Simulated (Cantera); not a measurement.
**Premixed flame**

A freely propagating, adiabatic, planar premixed flame of CH4 : H2 : O2 : N2 = 1.3 : 0.95 : 2.06 : 7.22 (molar parts), equivalence ratio 1.5, unburnt at 575 K and 0.132 atm; mixture-averaged transport, grid criteria slope 0.08 and curve 0.16, no radiation.

Cantera simulation using GRI-Mech 3.0 (53 species, 325 reactions); the numbers are that mechanism's predictions, not measurements. Burning velocities carry a grid error of a few per cent, more on coarse grids.

```json
[
 {"z (mm)": "-6.15", "T (K)": "575", "u (m/s)": "1.75", "x CH4": "0.113", "x H2": "0.0827", "x O2": "0.179", "x NO2": "<1e-8", "x HCN": "<1e-8", "x HO2": "5.12e-7"},
 {"z (mm)": "-4.10", "T (K)": "577", "u (m/s)": "1.76", "x CH4": "0.112", "x H2": "0.0837", "x O2": "0.178", "x NO2": "<1e-8", "x HCN": "<1e-8", "x HO2": "7.99e-6"},
 {"z (mm)": "-3.08", "T (K)": "587", "u (m/s)": "1.79", "x CH4": "0.112", "x H2": "0.0853", "x O2": "0.178", "x NO2": "<1e-8", "x HCN": "<1e-8", "x HO2": "2.55e-5"},
 {"z (mm)": "-2.05", "T (K)": "657", "u (m/s)": "2.01", "x CH4": "0.108", "x H2": "0.0891", "x O2": "0.174", "x NO2": "<1e-8", "x HCN": "1.20e-7", "x HO2": "3.95e-5"},
 {"z (mm)": "-1.03", "T (K)": "1043", "u (m/s)": "3.25", "x CH4": "0.0804", "x H2": "0.0966", "x O2": "0.145", "x NO2": "<1e-8", "x HCN": "1.99e-6", "x HO2": "4.97e-5"},
 {"z (mm)": "-0.513", "T (K)": "1426", "u (m/s)": "4.52", "x CH4": "0.0470", "x H2": "0.100", "x O2": "0.103", "x NO2": "<1e-8", "x HCN": "6.18e-6", "x HO2": "0.000105"},
 {"z (mm)": "0", "T (K)": "1781", "u (m/s)": "5.72", "x CH4": "0.0157", "x H2": "0.0992", "x O2": "0.0548", "x NO2": "<1e-8", "x HCN": "1.53e-5", "x HO2": "6.62e-5"},
 {"z (mm)": "0.513", "T (K)": "1975", "u (m/s)": "6.39", "x CH4": "0.00298", "x H2": "0.0931", "x O2": "0.0225", "x NO2": "<1e-8", "x HCN": "2.59e-5", "x HO2": "1.20e-5"},
 {"z (mm)": "1.03", "T (K)": "2044", "u (m/s)": "6.62", "x CH4": "0.000445", "x H2": "0.0880", "x O2": "0.00853", "x NO2": "<1e-8", "x HCN": "2.82e-5", "x HO2": "1.44e-6"},
 {"z (mm)": "2.05", "T (K)": "2072", "u (m/s)": "6.70", "x CH4": "1.12e-5", "x H2": "0.0856", "x O2": "0.00168", "x NO2": "<1e-8", "x HCN": "2.01e-5", "x HO2": "1.36e-7"},
 {"z (mm)": "4.10", "T (K)": "2080", "u (m/s)": "6.71", "x CH4": "4.70e-8", "x H2": "0.0869", "x O2": "0.000738", "x NO2": "<1e-8", "x HCN": "8.19e-6", "x HO2": "7.51e-8"},
 {"z (mm)": "8.20", "T (K)": "2087", "u (m/s)": "6.73", "x CH4": "<1e-8", "x H2": "0.0876", "x O2": "0.000663", "x NO2": "<1e-8", "x HCN": "1.58e-6", "x HO2": "6.96e-8"},
 {"z (mm)": "16.4", "T (K)": "2097", "u (m/s)": "6.76", "x CH4": "<1e-8", "x H2": "0.0879", "x O2": "0.000590", "x NO2": "<1e-8", "x HCN": "1.08e-7", "x HO2": "6.41e-8"}
]
```
x: mole fraction of selected species; z is measured from the peak of heat release.

- laminar burning velocity = 175 cm/s
- thermal thickness = 2.05 mm
- peak x(HCN) = 2.84e-5
- peak x(HO2) = 0.000108
- grid points = 156
